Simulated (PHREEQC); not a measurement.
Solution (56 °C): 0.68 mol/kgw MgCl2 and 0.59 mol/kgw Na2SO4. Closed to the air; pH follows from the charge balance.

Computed with PHREEQC (Pitzer model, pitzer.dat).

```json
{
  "ionic_strength": "3.81 mol/kgw",
  "activity_of_water": "0.940",
  "density": "1.099 g/cm³",
  "osmotic_coefficient": "0.907"
}
```

```json
[
 {"species": "Cl-", "molality": "1.36", "activity": "0.805", "log γ": "-0.227"},
 {"species": "Na+", "molality": "1.18", "activity": "0.877", "log γ": "-0.129"},
 {"species": "Mg+2", "molality": "0.680", "activity": "0.133", "log γ": "-0.708"},
 {"species": "SO4-2", "molality": "0.590", "activity": "0.0119", "log γ": "-1.694"},
 {"species": "MgOH+", "molality": "4.87e-6", "activity": "2.49e-6", "log γ": "-0.292"},
 {"species": "HSO4-", "molality": "4.19e-6", "activity": "2.55e-6", "log γ": "-0.217"},
 {"species": "H+", "molality": "1.01e-6", "activity": "9.06e-7", "log γ": "-0.048"},
 {"species": "OH-", "molality": "3.38e-7", "activity": "8.03e-8", "log γ": "-0.624"}
]
```

No solid was allowed to form. At this temperature some constants are extrapolated from 25 °C, and those without enthalpy data are left unchanged.
